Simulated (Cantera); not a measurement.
Input: 1 mol BN, 28 mol H2O, held at 1850 °C and 3.90 Pa.

Method: chemical equilibrium by Gibbs-energy minimisation in Cantera with the NASA 1993 tables (ideal gas, pure condensed phases). Rates play no part.

| species | before | after |
|---|---|---|
| H2O | 0.373 | 0.919 |
| H2 | 0.159 | 0.0523 |
| N2 | 0.0119 | 0.0174 |
| H | 0.229 | 2.97e-7 |
| O | 0.0676 | <1e-9 |
| O2 | 0.0672 | <1e-9 |
| OH | 0.0663 | 1.67e-8 |
| HBO2 | 0.0190 | 0.0109 |
| BO2 | 0.00407 | <1e-9 |
| BO | 0.00126 | <1e-9 |
| NO | 0.000734 | <1e-9 |
| (HBO2)3 | <1e-9 | 0.000120 |
| HBO | 6.75e-5 | 6.13e-9 |
| B2O3 | 0.000121 | 8.36e-7 |
| B2O3(l), mol | 0 | 0.339 |
Gas species are given as mole fractions.

Q: What was changed between the two runs?
A. H2O from 28 to 2 mol
B. pressure from 3.90 Pa to 10.0 mbar
C. temperature from 1850 °C to 1177 °C
D. temperature from 1850 °C to 777 °C

A: D, temperature from 1850 °C to 777 °C
